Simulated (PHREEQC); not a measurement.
A solution holds 0.004 mol KHF2 per kg of water, at 20 °C. Closed to the air; pH follows from the charge balance.

Computed with PHREEQC (ion-association model, wateq4f.dat).

Each row changes one thing in this solution. Precipitation was switched off in this run.

```json
[
 {"case": "as made", "pH": "3.25", "ionic strength (mol/kgw)": "0.00460"},
 {"case": "KHF2 replaced by KOH at the same molality", "pH": "11.74", "ionic strength (mol/kgw)": "0.00400"},
 {"case": "KHF2 replaced by NH4F at the same molality", "pH": "?", "ionic strength (mol/kgw)": "0.00400"},
 {"case": "KHF2 from 0.004 to 0.002 mol/kgw", "pH": "3.33", "ionic strength (mol/kgw)": "?"},
 {"case": "KHF2 from 0.004 to 0.008 mol/kgw", "pH": "?", "ionic strength (mol/kgw)": "0.00870"},
 {"case": "diluted 10-fold with water", "pH": "3.67", "ionic strength (mol/kgw)": "?"}
]
```

Task: Complete the blanks.

Result: 
- KHF2 replaced by NH4F at the same molality, pH: 6.31
- KHF2 from 0.004 to 0.002 mol/kgw, ionic strength (mol/kgw): 0.00249
- KHF2 from 0.004 to 0.008 mol/kgw, pH: 3.19
- diluted 10-fold with water, ionic strength (mol/kgw): 0.000621

Species that the database lacks are ignored.
